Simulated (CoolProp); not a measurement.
Vapour-liquid equilibrium of R134a (1) + R227EA (2) at 257.8 K; x and y are mole fractions of (1).

The numbers come from the multi-fluid Helmholtz-energy mixture model, Tillner-Roth 1994 and Lemmon 2016; pair parameters Bell 2016 in CoolProp.

### Question
Give the bubble pressure and the first vapour's composition at x = 0.125, 0.725, 0.8. Is there an azeotrope?

### Answer
x = 0.125: 115.5 kPa, y = 0.193; x = 0.725: 150.8 kPa, y = 0.785; x = 0.8: 154.1 kPa, y = 0.843. No azeotrope shows between x = 0.05 and 0.95.

The pair parameters rest on a limited set of measurements; away from them the model extrapolates.
